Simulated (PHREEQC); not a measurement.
0.069 g of hydrous ferric oxide (600 m²/g; 0.2 weak and 0.005 strong sites per Fe, Dzombak-Morel constants, diffuse double layer) in 1 kg of water with 0.05 mol/kgw of an inert sodium salt and 0.0017 mmol/kgw ZnCl2, at 25 °C; the pH is set by adding NaOH or the inert anion's acid. O2 is buffered at 0.21 atm. The system is closed to CO2. No solid was allowed to form.

Model: ion-association model, wateq4f.dat, run in PHREEQC.

```json
[
 {"pH": "3", "Zn sorbed (%)": "0.0", "surface charge σ (C/m²)": "0.357", "surface potential ψ (mV)": "169"},
 {"pH": "3.67", "Zn sorbed (%)": "0.0", "surface charge σ (C/m²)": "0.323", "surface potential ψ (mV)": "165"},
 {"pH": "4.33", "Zn sorbed (%)": "0.0", "surface charge σ (C/m²)": "0.258", "surface potential ψ (mV)": "153"},
 {"pH": "5", "Zn sorbed (%)": "?", "surface charge σ (C/m²)": "0.181", "surface potential ψ (mV)": "135"},
 {"pH": "5.67", "Zn sorbed (%)": "6.5", "surface charge σ (C/m²)": "0.115", "surface potential ψ (mV)": "?"},
 {"pH": "6.33", "Zn sorbed (%)": "45.6", "surface charge σ (C/m²)": "?", "surface potential ψ (mV)": "86"},
 {"pH": "7", "Zn sorbed (%)": "91.1", "surface charge σ (C/m²)": "0.035", "surface potential ψ (mV)": "56"},
 {"pH": "7.67", "Zn sorbed (%)": "99.4", "surface charge σ (C/m²)": "0.012", "surface potential ψ (mV)": "23"},
 {"pH": "8.33", "Zn sorbed (%)": "100.0", "surface charge σ (C/m²)": "-0.005", "surface potential ψ (mV)": "-10"},
 {"pH": "9", "Zn sorbed (%)": "100.0", "surface charge σ (C/m²)": "-0.025", "surface potential ψ (mV)": "-44"},
 {"pH": "9.67", "Zn sorbed (%)": "100.0", "surface charge σ (C/m²)": "-0.054", "surface potential ψ (mV)": "-75"},
 {"pH": "10.33", "Zn sorbed (%)": "100.0", "surface charge σ (C/m²)": "-0.095", "surface potential ψ (mV)": "-103"},
 {"pH": "11", "Zn sorbed (%)": "99.9", "surface charge σ (C/m²)": "-0.156", "surface potential ψ (mV)": "-127"}
]
```

### Question
Fill in the missing entries.

### Answer

- 5, Zn sorbed (%): 0.5
- 5.67, surface potential ψ (mV): 112
- 6.33, surface charge σ (C/m²): 0.068

Species that the database lacks are ignored. The oxide is taken as insoluble; below pH 4 it would dissolve.
